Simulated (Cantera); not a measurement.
A closed system holds: 1 mol PH3, 0.68 mol H2, 0.22 mol H2O, equilibrated at 3075 K and 0.00210 bar.

Method: chemical equilibrium by Gibbs-energy minimisation in Cantera with the NASA 1993 tables (ideal gas, pure condensed phases). Candidate condensed phases: H2O, P, P4O10; 17 gas species. Gases not in the tables: HPO2, HPO3 and P4O6. The numbers say what is thermodynamically allowed, not how fast it happens.

Base state: H 0.788, P 0.134, H2 0.0333, PO 0.0322, O 0.00637, P2 0.00592, OH 0.000444, PH 0.000269 (mole fractions); condensed: gas only.

Q: What changes in the equilibrium state with this change: temperature from 3075 K to 1923 K?

A: 
| species | before | after |
|---|---|---|
| H2 | 0.0333 | 0.772 |
| P2 | 0.00592 | 0.137 |
| PO | 0.0322 | 0.0549 |
| H | 0.788 | 0.0181 |
| P | 0.134 | 0.00183 |
| H2O | 5.35e-5 | 0.0148 |
| O | 0.00637 | 5.20e-7 |
| PO2 | 3.83e-5 | 0.00162 |
| OH | 0.000444 | 2.98e-5 |
| PH | 0.000269 | 0.000131 |

Q: What changes in the equilibrium state with this change: temperature from 3075 K to 1400 K?

A: 
| species | before | after |
|---|---|---|
| H2 | 0.0333 | 0.760 |
| P2 | 0.00592 | 0.166 |
| H2O | 5.35e-5 | 0.0631 |
| H | 0.788 | 9.26e-5 |
| P | 0.134 | 6.13e-6 |
| PO | 0.0322 | 0.00799 |
| O | 0.00637 | <1e-9 |
| P4 | <1e-9 | 0.000238 |
